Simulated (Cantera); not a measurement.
A diamond (100) surface in a fixed gas of H2 with x(CH4) = 0.0049, x(H) = 0.0014, x(CH3) = 8.1e-05, 0.0300 bar; coverages are run to steady state.

Computed with Cantera and the Harris–Goodwin 1993 mechanism for the reconstructed diamond (100) surface.

One state of this run: growth (µm/h) = 0.484; θ c6HH = 0.499; θ c6H* = 0.0299; θ c6*H = 0.447; θ c6** = 0.0181; θ c6HM = 0.00386. θ: site fractions in the mechanism's names (c6HH fully hydrogenated, c6H* and c6*H radical sites, c6** diradical, c6HM methylated).

Task: Which value of T (K) does it belong to?
A. 975
B. 1125
C. 1350
D. 900

Result: B, 1125
